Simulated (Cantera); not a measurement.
Feed: 1 mol Ni, 0.019 mol H₂S, a varied amount of N₂, at 1330 Pa.

These are equilibrium values from Cantera (NASA tables, ideal gas, pure condensed phases), not measurements of a reactor. Candidate condensed phases: Ni, NiS, NiS₂, Ni₃S₂, Ni₃S₄, S; 17 gas species. Metal and sulfide melt together well below either melting point, which pure phases cannot show. Mutual solubility and eutectic melting of coexisting phases are not modelled. Equilibrium is a limit: real reactors are often held back by kinetics, nucleation or transport.

Question: What condenses at these points (T in K, n(N₂) in mol): (1875, 23); (1500, 18); (1725, 11); (1350, 23); (1875, 23)?

Answer: 
```
T (K)  n(N₂) in mol  condensed phases  Ni condensed (%)
-----  ------------  ----------------  ----------------
1875             23                Ni              93.1
1500             18                Ni             100.0
1725             11                Ni              99.6
1350             23        Ni + Ni₃S₂             100.0
1875             23                Ni              93.1
```
